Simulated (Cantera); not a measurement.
An isothermal, constant-pressure homogeneous reactor starts with C3H8 : H2 = 1 : 2.2 (molar parts), at 1525 K and 41.3 Torr. Integrator tolerance rtol = 1e-08.

Model: GRI-Mech 3.0 (53 species, 325 reactions), integrated in Cantera. GRI-Mech 3.0 was tuned for natural gas; its chemistry of propane as a main component is partial and can be far from experiment. GRI-Mech 3.0 stops at C3 and has no aromatics, soot or wall deposition, so with more carbon than oxygen in the feed, carbon stays in small species such as C2H2 where larger ones or solid carbon would form.

What does this change do: H2 2.2 to 0.27 parts?


```json
[
 {"quantity": "x(C3H8) at 2.00 s", "before": "3.73e-9 (gas-phase equilibrium 9.38e-11)", "after": "4.95e-9 (gas-phase equilibrium 1.12e-10)"},
 {"quantity": "x(H2) at 2.00 s", "before": "0.676 (gas-phase equilibrium 0.749)", "after": "0.553 (gas-phase equilibrium 0.639)"},
 {"quantity": "x(C2H2) at 2.00 s", "before": "0.212 (gas-phase equilibrium 0.237)", "after": "0.333 (gas-phase equilibrium 0.348)"},
 {"quantity": "x(C2H) at 2.00 s", "before": "3.99e-8 (gas-phase equilibrium 6.10e-8)", "after": "6.68e-8 (gas-phase equilibrium 9.69e-8)"},
 {"quantity": "x(H) at 2.00 s", "before": "5.81e-5 (gas-phase equilibrium 8.79e-5)", "after": "5.06e-5 (gas-phase equilibrium 8.12e-5)"},
 {"quantity": "x(C2H4) at 2.00 s", "before": "0.00208 (gas-phase equilibrium 0.00216)", "after": "0.00265 (gas-phase equilibrium 0.00269)"},
 {"quantity": "x(C2H6) at 2.00 s", "before": "1.89e-5 (gas-phase equilibrium 6.35e-7)", "after": "2.25e-5 (gas-phase equilibrium 6.77e-7)"}
]
```
